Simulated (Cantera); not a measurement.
Thermodynamics of silicon carbide growth, feed SiH₂Cl₂ + C₂H₂ + H₂

A closed system holds: 1 mol SiH₂Cl₂, 0.14 mol C₂H₂, 230 mol H₂, equilibrated at 36.0 mbar.

Equilibrium computed with Cantera from the NASA thermochemical tables; the gas is ideal and each condensed phase is pure. Candidate condensed phases: C, C₆H₆, C₇H₈, C₈H₁₈, Si, SiC; 109 gas species. Mutual solubility and eutectic melting of coexisting phases are not modelled. The tables' values for SiCl are old estimates; treat these amounts as uncertain. Gases not in the tables: Si₂H₆ and higher silanes. Kinetics and transport are ignored.

```csv
T (K),x H₂,x H,x HCl,x Si,n Si(l),n SiC(s)
1998,0.982,0.00838,0.00814,0.00118,0.320,0.271
2023,0.980,0.00991,0.00812,0.00158,0.206,0.267
2048,0.977,0.0117,0.00809,0.00210,0.0583,0.261
2073,0.975,0.0137,0.00812,0.00235,0,0.255
2098,0.973,0.0160,0.00816,0.00243,0,0.247
2123,0.970,0.0186,0.00818,0.00251,0,0.232
2148,0.967,0.0216,0.00818,0.00262,0,0.205
2173,0.963,0.0250,0.00817,0.00278,0,0.157
```
x: gas mole fraction; n: condensed amount in mol.

From 1998 K to 2048 K the condensed part is Si(l) + SiC(s). From 2073 K to 2173 K the condensed part is SiC(s). The main Si-bearing gas is Si throughout. The share of Si in condensed phases is highest at 1998 K (59.2 %) and lowest at 2173 K (15.7 %).
